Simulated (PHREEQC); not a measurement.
## Buffer (model solution)

Consider water at 25 °C with 0.25 mol/kgw NaH2PO4, 0.0006 mol/kgw Na2SO4 and 0.16 mol/kgw CaCl2. Closed to the air; pH follows from the charge balance.

Computed with PHREEQC (ion-association model, phreeqc.dat).

This is a speciation only: nothing precipitates in the calculation.

### Question
Estimate the pH, activity of water.

### Answer
pH 4.09; activity of water 0.985.

### Question
In which forms is Ca present?

### Answer
CaH2PO4+ 52 %, Ca+2 48 %, CaHPO4 0.5 % of the Ca.

Complexes and solids missing from the database can't appear.
